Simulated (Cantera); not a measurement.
What does this Cantera script print?

```python
import numpy as np
import cantera as ct

gas = ct.Solution("gri30.yaml")
gas.TPX = 1200, 101325, {'N2O': 1, 'N2': 2.7}
reactor = ct.IdealGasConstPressureReactor(gas, energy="off", clone=False)
net = ct.ReactorNet([reactor])
net.rtol, net.atol = 1e-08, 1e-18
show = ['N2O', 'NO', 'O2', 'O', 'N2', 'NO2']
times = np.geomspace(1e-06, 40, 10)

steps = ct.SolutionArray(gas, extra=["t"])
rows = []
print(f"{'t/s':>10s}{'T/K':>9s}{'P/Pa':>11s}" + "".join(f"{s:>11s}" for s in show))
for t in times:
    while net.time < t:
        t_next = net.step()
        steps.append(gas.state, t=t_next)
    rows.append([np.interp(t, steps.t, y) for y in (steps.T, steps.P, *steps(*show).X.T)])
    print(f"{t:10.3e}{rows[-1][0]:9.1f}{rows[-1][1]:11.4g}" + "".join(f"{x:11.3e}" for x in rows[-1][2:]))
rate = np.gradient(steps.T, steps.t)
print("integrator steps:", len(steps.t))
if steps.T.max() > steps.T[0] + 200:
    print(f"time of steepest temperature rise: {steps.t[rate.argmax()]:.4e} s")
gas.TPX = 1200, 101325, {'N2O': 1, 'N2': 2.7}
gas.equilibrate("TP")
print(f"equilibrium (TP): T = {gas.T:.1f} K  " + "  ".join(f"{s} {gas[s].X[0]:.3e}" for s in show))
```

It prints:

```
       t/s      T/K       P/Pa        N2O         NO         O2          O         N2        NO2
 1.000e-06   1200.0  1.013e+05  2.703e-01  3.801e-10  1.622e-09  7.776e-08  7.297e-01  3.748e-18
 6.993e-06   1200.0  1.013e+05  2.703e-01  1.700e-08  7.253e-08  4.754e-07  7.297e-01  7.516e-15
 4.890e-05   1200.0  1.013e+05  2.703e-01  4.924e-07  2.101e-06  1.544e-06  7.297e-01  6.237e-12
 3.420e-04   1200.0  1.013e+05  2.702e-01  5.345e-06  2.281e-05  1.725e-06  7.298e-01  7.294e-10
 2.392e-03   1200.0  1.013e+05  2.698e-01  3.948e-05  1.686e-04  1.724e-06  7.299e-01  3.789e-08
 1.673e-02   1200.0  1.013e+05  2.673e-01  2.752e-04  1.181e-03  1.717e-06  7.313e-01  1.350e-06
 1.170e-01   1200.0  1.013e+05  2.502e-01  1.818e-03  7.905e-03  1.659e-06  7.400e-01  1.827e-05
 8.179e-01   1200.0  1.013e+05  1.641e-01  9.094e-03  4.211e-02  1.308e-06  7.846e-01  1.015e-04
 5.720e+00   1200.0  1.013e+05  2.063e-02  1.747e-02  1.010e-01  2.970e-07  8.607e-01  1.986e-04
 4.000e+01   1200.0  1.013e+05  7.712e-07  1.762e-02  1.100e-01  8.326e-09  8.721e-01  2.162e-04
integrator steps: 1166
equilibrium (TP): T = 1200.0 K  N2O 1.167e-08  NO 1.565e-04  O2 1.190e-01  O 8.643e-09  N2 8.809e-01  NO2 1.997e-06
```

Computed with Cantera and GRI-Mech 3.0 (53 species, 325 reactions). GRI-Mech 3.0 was tuned for natural gas; its chemistry of N2O as a main component is partial and can be far from experiment. The mechanism lacks the step 2 NO + O2 → 2 NO2, which can matter for NO2 below about 1400 K. The temperature is held fixed by assumption; the heat of reaction is taken as removed at once.
